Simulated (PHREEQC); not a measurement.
Make-up at 20 °C: 3 mmol/kgw HF, 26 mmol/kgw (CH3)4NF and 3.8 mmol/kgw H2SiF6. It is in equilibrium with CO2 at log p = -3.4 (atm). Otherwise closed; pH follows from the charge balance.

All values are PHREEQC results (ion-association model, wateq4f.dat), not measurements.

```json
{
 "pH": "3.37",
 "ionic_strength": "0.0303 mol/kgw",
 "total_alkalinity": "-25.8 meq/kg"
}
```

```csv
species,molality,activity,log γ
(CH3)4N+,0.0260,0.0220,-0.072
F-,0.0183,0.0154,-0.073
HF,0.00899,0.00906,0.003
SiF6-2,0.00380,0.00202,-0.274
HF2-,0.000609,0.000514,-0.073
H+,0.000489,0.000428,-0.058
H2F2,0.000254,0.000255,0.003
CO2,1.55e-5,1.56e-5,0.003
HCO3-,1.77e-8,1.51e-8,-0.067
H4SiO4,1.83e-9,1.84e-9,0.003
```

No solid was allowed to form. (CH3)4N+ isn't in the database: it is added as a free cation with an ion size of 4 Å. SiF6-2 is the database's only silicon fluoride.
